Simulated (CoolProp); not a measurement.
R227EA along the isotherm 201.85 °C: density (kg/m³) from the reference equation and from simpler models built on Tc = 101.8 °C, pc = 29.25 bar, ω = 0.358; each cubic takes its own stable root.

Model: reference Helmholtz-energy equation of state, Lemmon 2016, in CoolProp.

```json
[
 {"p (bar)": "1.46", "phase": "gas", "reference": "6.331"},
 {"p (bar)": "2.93", "phase": "gas", "reference": "12.80"},
 {"p (bar)": "4.39", "phase": "gas", "reference": "19.32"},
 {"p (bar)": "5.85", "phase": "gas", "reference": "25.93"},
 {"p (bar)": "7.31", "phase": "gas", "reference": "32.64"},
 {"p (bar)": "8.78", "phase": "gas", "reference": "39.50"},
 {"p (bar)": "10.2", "phase": "gas", "reference": "46.23"},
 {"p (bar)": "11.7", "phase": "gas", "reference": "53.44"},
 {"p (bar)": "13.2", "phase": "gas", "reference": "60.77"},
 {"p (bar)": "14.6", "phase": "gas", "reference": "67.72"}
]
```

How far does each simpler model (ideal gas, van der Waals, Redlich-Kwong, Peng-Robinson) lie from the reference over these 10 states: mean and median of the absolute difference, and the worst?


- ideal gas: mean 4.0 %, median 3.9 %, worst -7.2 % at 201.85 °C and 14.6 bar
- van der Waals: mean 0.8 %, median 0.8 %, worst +1.6 % at 201.85 °C and 14.6 bar
- Redlich-Kwong: mean 0.8 %, median 0.8 %, worst +1.5 % at 201.85 °C and 14.6 bar
- Peng-Robinson: mean 0.5 %, median 0.5 %, worst +0.9 % at 201.85 °C and 14.6 bar
